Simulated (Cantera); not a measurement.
Input: 1 mol B2O3, 3.7 mol H2O, 7.3 mol H2, at 30.0 mbar.

Equilibrium computed with Cantera from the NASA thermochemical tables; the gas is ideal and each condensed phase is pure. Candidate condensed phases: B, B2O3, B3O3H3, H2O; 23 gas species. Gases not in the tables: H3BO3. The numbers say what is thermodynamically allowed, not how fast it happens. All values below are at 1448 K.

Base state: H2 0.648, H2O 0.304, HBO2 0.0479, B2O3 0.000240, (HBO2)3 0.000154, H 4.28e-5, HBO 3.98e-5 (mole fractions); condensed: B2O3(l).

Problem. What changes in the equilibrium state with this change: 0.066 mol Cl2 added?

Solution. 
| species | before | after |
|---|---|---|
| H2 | 0.648 | 0.638 |
| H2O | 0.304 | 0.302 |
| HBO2 | 0.0479 | 0.0477 |
| HCl | 0 | 0.0116 |
| HBO | 3.98e-5 | 3.93e-5 |
| (HBO2)3 | 0.000154 | 0.000153 |
| H | 4.28e-5 | 4.25e-5 |
| B2O3(l), mol | 0.725 | 0.724 |
